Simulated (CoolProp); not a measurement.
A simple Rankine cycle with toluene: condensing at 310.15 K, boiler at 0.0358 MPa, turbine inlet 365.8 K, turbine efficiency 0.8, pump efficiency 0.6, no recuperator. Each further row changes one setting.

Computed with CoolProp (reference Helmholtz-energy equation of state, Lemmon 2006). It is a short technical equation, of lower accuracy than the large ones.

| case | thermal efficiency (%) | net work (kJ/kg) | heat in (kJ/kg) | turbine exit temperature (K) | volume ratio over the turbine |
|---|---|---|---|---|---|
| as stated | 8.6 | 40.8 | 476 | ___ | 4.82 |
| turbine inlet 385.8 K | 8.6 | 43.2 | ___ | 354.1 | ___ |
| condensing temperature 302.15 K | 10.2 | 49.7 | 490 | ___ | ___ |
| boiler pressure 0.0251 MPa | 6.8 | 32.5 | 476 | 340.9 | 3.43 |
| turbine efficiency 0.7 | 7.5 | 35.7 | 476 | 337.9 | 4.88 |

Task: Some entries are withheld; supply them.

Result: 
- as stated, turbine exit temperature (K): 333.9
- turbine inlet 385.8 K, heat in (kJ/kg): 505
- turbine inlet 385.8 K, volume ratio over the turbine: 4.84
- condensing temperature 302.15 K, turbine exit temperature (K): 326.7
- condensing temperature 302.15 K, volume ratio over the turbine: 6.96
